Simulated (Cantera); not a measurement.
Stirred combustor or abatement burner

A perfectly stirred reactor is fed with 5.97 % CH4, 7.76 % CO, 18.0 % O2, 67.5 % N2, 0.836 % H2O, equivalence ratio 0.88, at 0.400 bar; it is adiabatic with a 675 K inlet, and is followed from long to short residence time, starting on the burning branch (τ in s: 0.47, 0.15, 0.05, 0.016, 0.0052, 0.0017, 0.00054, 0.00018, 5.7e-05, 1.8e-05).

Detailed kinetics in Cantera: GRI-Mech 3.0 (53 species, 325 reactions).

```csv
τ (s),T (K),x CH4,x CO,x O2,x CH2O,x NO
0.47,2321,5.08e-7,0.0170,0.0275,9.69e-8,0.00457
0.15,2311,1.49e-6,0.0181,0.0286,2.83e-7,0.00334
0.050,2283,3.85e-6,0.0208,0.0306,7.24e-7,0.00186
0.016,2215,9.36e-6,0.0265,0.0341,1.67e-6,0.000731
0.0052,2111,2.21e-5,0.0340,0.0382,3.59e-6,0.000230
0.0017,1987,5.62e-5,0.0412,0.0425,8.04e-6,7.65e-5
0.00054,1856,0.000168,0.0488,0.0474,2.07e-5,3.05e-5
0.00018,1727,0.000613,0.0621,0.0563,6.40e-5,1.13e-5
5.7e-5,675,0.0597,0.0776,0.180,<1e-12,<1e-12
1.8e-5,675,0.0597,0.0776,0.180,<1e-12,<1e-12
```
x: mole fraction; the columns are a selection and need not sum to one.
